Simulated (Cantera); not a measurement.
A perfectly stirred reactor is fed with 100 % N2O, at 0.510 bar; it is held at 1598 K, and followed from long to short residence time.

Cantera simulation using GRI-Mech 3.0 (53 species, 325 reactions); the numbers are that mechanism's predictions, not measurements. GRI-Mech 3.0 was tuned for natural gas; its chemistry of N2O as a main component is partial and can be far from experiment. The temperature is held fixed by assumption; the heat of reaction is taken as removed at once.

Question: Predict: x(N2O) at τ = 28.0 s; x(NO) at τ = 28.0 s; x(N2) at τ = 28.0 s; x(NO2) at τ = 28.0 s; x(O2) at τ = 28.0 s; x(N2O) at τ = 0.270 s; x(NO) at τ = 0.270 s; x(N2) at τ = 0.270 s; x(NO2) at τ = 0.270 s; x(O2) at τ = 0.270 s.

Answer: 
```json
{
 "x(N2O) at τ = 28.0 s": "0.000506",
 "x(NO) at τ = 28.0 s": "0.0339",
 "x(N2) at τ = 28.0 s": "0.649",
 "x(NO2) at τ = 28.0 s": "0.000116",
 "x(O2) at τ = 28.0 s": "0.316",
 "x(N2O) at τ = 0.270 s": "0.0375",
 "x(NO) at τ = 0.270 s": "0.123",
 "x(N2) at τ = 0.270 s": "0.580",
 "x(NO2) at τ = 0.270 s": "0.000369",
 "x(O2) at τ = 0.270 s": "0.259"
}
```
